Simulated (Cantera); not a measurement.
Input: 1 mol Zr, a varied amount of N₂, 26 mol H₂, at 2573.15 K and 1.33 mbar.

Equilibrium computed with Cantera from the NASA thermochemical tables; the gas is ideal and each condensed phase is pure. Candidate condensed phases: Zr, ZrN; 11 gas species. Mutual solubility and eutectic melting of coexisting phases are not modelled. ZrN: taken at fixed stoichiometry. Condensed phases not in the tables: N, O or C dissolved in the metal. Rates play no part.

log p: log10 of the partial pressure in bar; n: condensed amount in mol.

```
n(N₂) (mol)  log p H  log p H₂  log p N₂  log p Zr  n Zr(l)  n ZrN(s)
-----------  -------  --------  --------  --------  -------  --------
0.11           -3.10     -3.27     -5.41     -5.21    0.828         0
0.39           -3.10     -3.28     -5.19     -5.21    0.411     0.417
0.67           -3.10     -3.28     -5.06     -5.28        0     0.851
0.94           -3.10     -3.28     -4.76     -5.43        0     0.894
1.2            -3.11     -3.28         …         …        0     0.913
1.5            -3.11     -3.29         …     -5.59        0     0.926
1.8            -3.11     -3.29     -4.34     -5.64        0     0.934
```

Task: Fill in the missing entries.

Result: 
- 1.5, log p N₂: -4.44
- 1.2, log p N₂: -4.58
- 1.2, log p Zr: -5.52
